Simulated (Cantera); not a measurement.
What does this Cantera script print?

```python
import numpy as np
import cantera as ct

gas_names = """
    AL ALCL ALCLF ALCLF2 ALCL2 ALCL2F ALCL3 ALF ALF2 ALF3 ALH AL2 AL2CL6 AL2F6 CL CLF CLF3 CL2 F F2 H
    HCL HF H2 H2F2 H3F3 H4F4 H5F5 H6F6 H7F7
""".split()
cond_names = """
    AL(cr) AL(L) ALCL3(s) ALCL3(L) ALF3(a) ALF3(b) ALF3(L)
""".split()


# ... load() reads the species with a 1 bar reference pressure and builds the phases ...
atoms = {
    'Al': {'AL': 1},
    'Cl2': {'CL': 2},
    'H2': {'H': 2},
    'F2': {'F': 2},
}
top_T = {}  # K; cautious upper limits of use, not melting points


# ... equilibrate(T, P, feed) seeds the gas with the atoms and calls Mixture.equilibrate('TP', solver="vcs", rtol=1e-11, max_steps=5000) ...
results = []
T = 1373.15  # K
P = 29  # Pa
for m in [0.78, 0.94, 1.1, 1.3, 1.6, 1.9, 2.3, 2.8, 3.4, 4, 4.8]:
    feed = {'Al': 1, 'Cl2': m, 'H2': 2.2, 'F2': 0.96}  # mol
    mix = equilibrate(T, P, feed)
    results.append((T, P, feed, dict(zip(mix.species_names, mix.species_moles))))
    x = sorted(zip(gas.X, gas.species_names), reverse=True)
    print(f"T = {T:g} K  P = {P:g} Pa  n(Cl2) = {m:g} mol  gas = {mix.phase_moles(0):.4g} mol")
    print("   x: " + "  ".join(f"{s} {v:.3e}" for v, s in x if v > 0.0001))
    print("   condensed (mol): " + ("  ".join(f"{mix.phase(i).name} {mix.phase_moles(i):.4g}"
          for i in range(1, mix.n_phases) if mix.phase_moles(i) > 1e-12) or "none"))
```

Result:

```
T = 1373.15 K  P = 29 Pa  n(Cl2) = 0.78 mol  gas = 3.513 mol
   x: H2 5.374e-01  HCL 1.531e-01  ALCLF2 1.023e-01  ALF3 7.478e-02  ALCL2F 6.557e-02  HF 2.470e-02  ALCL3 1.423e-02  ALF 9.895e-03  ALCLF 7.744e-03  ALF2 4.929e-03  ALCL 3.378e-03  ALCL2 1.915e-03  H 1.437e-04
   condensed (mol): none
T = 1373.15 K  P = 29 Pa  n(Cl2) = 0.94 mol  gas = 3.644 mol
   x: H2 4.817e-01  HCL 2.122e-01  ALCLF2 1.014e-01  ALCL2F 7.073e-02  ALF3 6.815e-02  HF 3.148e-02  ALCL3 1.670e-02  ALCLF 5.705e-03  ALF 4.978e-03  ALF2 3.338e-03  ALCL 1.849e-03  ALCL2 1.534e-03  H 1.360e-04
   condensed (mol): none
T = 1373.15 K  P = 29 Pa  n(Cl2) = 1.1 mol  gas = 3.79 mol
   x: H2 4.249e-01  HCL 2.729e-01  ALCLF2 9.848e-02  ALCL2F 7.306e-02  ALF3 6.225e-02  HF 3.807e-02  ALCL3 1.834e-02  ALCLF 4.303e-03  ALF 2.742e-03  ALF2 2.367e-03  ALCL2 1.231e-03  ALCL 1.083e-03  H 1.277e-04
   condensed (mol): none
T = 1373.15 K  P = 29 Pa  n(Cl2) = 1.3 mol  gas = 3.98 mol
   x: H2 3.569e-01  HCL 3.463e-01  ALCLF2 9.386e-02  ALCL2F 7.404e-02  ALF3 5.579e-02  HF 4.542e-02  ALCL3 1.977e-02  ALCLF 3.150e-03  ALF2 1.630e-03  ALF 1.450e-03  ALCL2 9.581e-04  ALCL 6.090e-04  H 1.171e-04
   condensed (mol): none
T = 1373.15 K  P = 29 Pa  n(Cl2) = 1.6 mol  gas = 4.273 mol
   x: HCL 4.473e-01  H2 2.640e-01  ALCLF2 8.664e-02  ALCL2F 7.373e-02  HF 5.439e-02  ALF3 4.775e-02  ALCL3 2.123e-02  ALCLF 2.089e-03  ALF2 1.002e-03  ALCL2 6.852e-04  ALF 6.401e-04  ALCL 2.900e-04  CL 1.413e-04  H 1.007e-04
   condensed (mol): none
T = 1373.15 K  P = 29 Pa  n(Cl2) = 1.9 mol  gas = 4.569 mol
   x: HCL 5.374e-01  H2 1.822e-01  ALCLF2 7.987e-02  ALCL2F 7.249e-02  HF 6.126e-02  ALF3 4.126e-02  ALCL3 2.227e-02  ALCLF 1.420e-03  ALF2 6.386e-04  ALCL2 4.969e-04  ALF 3.009e-04  CL 2.044e-04  ALCL 1.454e-04
   condensed (mol): none
T = 1373.15 K  P = 29 Pa  n(Cl2) = 2.3 mol  gas = 4.965 mol
   x: HCL 6.424e-01  H2 8.789e-02  ALCLF2 7.183e-02  ALCL2F 7.029e-02  HF 6.792e-02  ALF3 3.442e-02  ALCL3 2.328e-02  ALCLF 8.000e-04  CL 3.518e-04  ALF2 3.337e-04  ALCL2 3.018e-04
   condensed (mol): none
T = 1373.15 K  P = 29 Pa  n(Cl2) = 2.8 mol  gas = 5.519 mol
   x: HCL 7.259e-01  HF 7.128e-02  ALCL2F 6.642e-02  ALCLF2 6.302e-02  ALF3 2.804e-02  ALCL3 2.369e-02  CL 2.133e-02  CL2 2.490e-04
   condensed (mol): none
T = 1373.15 K  P = 29 Pa  n(Cl2) = 3.4 mol  gas = 6.617 mol
   x: HCL 6.055e-01  CL 1.684e-01  HF 5.945e-02  ALCL2F 5.540e-02  ALCLF2 5.257e-02  ALF3 2.339e-02  ALCL3 1.976e-02  CL2 1.553e-02
   condensed (mol): none
T = 1373.15 K  P = 29 Pa  n(Cl2) = 4 mol  gas = 7.643 mol
   x: HCL 5.242e-01  CL 2.573e-01  HF 5.147e-02  ALCL2F 4.797e-02  ALCLF2 4.551e-02  CL2 3.622e-02  ALF3 2.025e-02  ALCL3 1.711e-02
   condensed (mol): none
T = 1373.15 K  P = 29 Pa  n(Cl2) = 4.8 mol  gas = 8.966 mol
   x: HCL 4.469e-01  CL 3.360e-01  CL2 6.177e-02  HF 4.387e-02  ALCL2F 4.089e-02  ALCLF2 3.880e-02  ALF3 1.726e-02  ALCL3 1.458e-02
   condensed (mol): none
```

These are equilibrium values from Cantera (NASA tables, ideal gas, pure condensed phases), not measurements of a reactor. The tables' values for AlClF, AlF2, AlCl2 are old estimates; treat these amounts as uncertain.
